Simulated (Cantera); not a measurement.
A perfectly stirred reactor is fed with 30.3 % CH₄, 69.7 % CO₂, at 1.01 bar; it is held at 2050 K, and followed from long to short residence time.

Model: GRI-Mech 3.0 (53 species, 325 reactions), integrated in Cantera.

Predict: x(CH₄) at τ = 1.50 s; x(CO₂) at τ = 1.50 s; x(H₂O) at τ = 1.50 s; x(CO) at τ = 1.50 s; x(CH₂) at τ = 1.50 s; x(CH₄) at τ = 17.0 ms; x(CO₂) at τ = 17.0 ms; x(H₂O) at τ = 17.0 ms; x(CO) at τ = 17.0 ms; x(CH₂) at τ = 17.0 ms.


| Quantity | Value |
|---|---|
| x(CH₄) at τ = 1.50 s | 0.000279 |
| x(CO₂) at τ = 1.50 s | 0.0846 |
| x(H₂O) at τ = 1.50 s | 0.161 |
| x(CO) at τ = 1.50 s | 0.538 |
| x(CH₂) at τ = 1.50 s | 1.35e-7 |
| x(CH₄) at τ = 17.0 ms | 0.00875 |
| x(CO₂) at τ = 17.0 ms | 0.119 |
| x(H₂O) at τ = 17.0 ms | 0.182 |
| x(CO) at τ = 17.0 ms | 0.493 |
| x(CH₂) at τ = 17.0 ms | 4.86e-6 |
